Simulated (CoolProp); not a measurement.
A single-stage vapour-compression cycle with R11: evaporating at 298.15 K (dew point), condensing at 321.15 K (bubble point), superheat 5 K, subcooling 8 K, compressor efficiency 0.8, no pressure losses. Each further row changes one setting.

The numbers come from the reference Helmholtz-energy equation of state, Jacobsen 1992 in CoolProp.

```
case                              cooling COP  pressure ratio  discharge temperature (K)  refrigerating effect (kJ/kg)  volumetric capacity (kJ/m³)
--------------------------------  -----------  --------------  -------------------------  ----------------------------  ---------------------------
as stated                                10.1            2.10                      334.1                           171                         1020
evaporating temperature 303.15 K         13.3               ?                          ?                             ?                            ?
condensing temperature 316.15 K             ?            1.81                      327.6                           175                         1050
subcooling 13 K                             ?            2.10                      334.1                           175                         1050
superheat 15 K                           10.1            2.10                          ?                             ?                         1020
compressor efficiency 0.7                8.82            2.10                      337.9                           171                         1020
```

**Question.** Fill in the missing entries.

**Answer.** 
- evaporating temperature 303.15 K, pressure ratio: 1.77
- evaporating temperature 303.15 K, discharge temperature (K): 332.1
- evaporating temperature 303.15 K, refrigerating effect (kJ/kg): 173
- evaporating temperature 303.15 K, volumetric capacity (kJ/m³): 1220
- condensing temperature 316.15 K, cooling COP: 13.1
- subcooling 13 K, cooling COP: 10.3
- superheat 15 K, discharge temperature (K): 344.7
- superheat 15 K, refrigerating effect (kJ/kg): 177
